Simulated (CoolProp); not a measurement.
A Linde-Hampson liquefier for CF4 (R14): isothermal reversible compression at 280 K from 1 atm to 10 MPa, throttling to 1 atm, return gas leaving the recuperator 10 K below the feed. Each further row changes one setting.

The numbers come from the reference Helmholtz-energy equation of state, Platzer 1990 in CoolProp. This equation is an older, rougher fit; its heat capacities, sound speeds and derivatives of the liquid may be far off and weren't checked against measurements.

| case | liquid yield per pass | compression work (kJ/kg of gas) |
|---|---|---|
| as stated | 0.223 | 109 |
| high pressure 20 MPa | 0.310 | 121 |
| warm-end temperature 310 K | 0.136 | 126 |
| warm-end gap 15 K | 0.211 | 109 |
